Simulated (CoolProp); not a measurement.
Carbon monoxide along the isotherm 56.65 °C: density (kg/m³) from the reference equation and from simpler models built on Tc = -140.3 °C, pc = 3498 kPa, ω = 0.050; each cubic takes its own stable root.

Model: reference Helmholtz-energy equation of state, Lemmon 2006, in CoolProp. It is a short technical equation, of lower accuracy than the large ones.

```tsv
p (kPa)	phase	reference	ideal gas	van der Waals	Redlich-Kwong	Soave-Redlich-Kwong
4370	supercritical	44.62	44.64	45.49	44.96	44.32
8750	supercritical	88.57	89.38	91.89	89.88	87.51
13100	supercritical	130.5	133.8	137.0	133.2	128.5
17500	supercritical	170.6	178.8	179.7	174.9	167.6
21900	supercritical	207.9	223.7	218.1	213.9	204.0
26200	supercritical	241.4	267.6	251.0	249.0	237.0
30600	supercritical	272.7	312.6	280.2	282.1	268.3
35000	supercritical	301.2	357.5	305.4	312.4	297.2
```
